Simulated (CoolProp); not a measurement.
Properties of the fluoroketone C6F12O (FK-5-1-12) along the isotherm 500 K.

Model: reference Helmholtz-energy equation of state, McLinden 2015, in CoolProp.

| p (kPa) | phase | Z | cp (kJ/(kg K)) | speed of sound (m/s) | fugacity coefficient |
|---|---|---|---|---|---|
| 8.87 | gas | 0.9990 | 1.065 | 116.0 | 0.9990 |
| 14.3 | gas | 0.9983 | 1.065 | 116.0 | 0.9983 |
| 23.1 | gas | 0.9973 | 1.065 | 115.8 | 0.9973 |
| 37.4 | gas | 0.9956 | 1.065 | [?] | 0.9956 |
| 60.4 | gas | 0.9929 | [?] | 115.4 | 0.9929 |
| 97.6 | gas | 0.9885 | 1.067 | 114.9 | 0.9885 |
| 158 | gas | 0.9813 | 1.069 | 114.1 | 0.9815 |
| 255 | gas | 0.9698 | 1.072 | 112.9 | 0.9703 |
| 412 | gas | [?] | [?] | 110.8 | 0.9524 |
| 665 | gas | 0.9201 | 1.087 | [?] | 0.9240 |
| 1070 | gas | 0.8691 | 1.106 | [?] | [?] |
| 1740 | gas | 0.7787 | 1.155 | 92.12 | [?] |
| 2800 | supercritical | 0.6248 | 1.307 | 78.09 | 0.7043 |

Problem. Fill in the missing entries.

Solution. 
- 37.4, speed of sound (m/s): 115.7
- 60.4, cp (kJ/(kg K)): 1.066
- 412, Z: 0.9509
- 412, cp (kJ/(kg K)): 1.077
- 665, speed of sound (m/s): 107.5
- 1070, speed of sound (m/s): 101.9
- 1070, fugacity coefficient: 0.8797
- 1740, fugacity coefficient: 0.8092
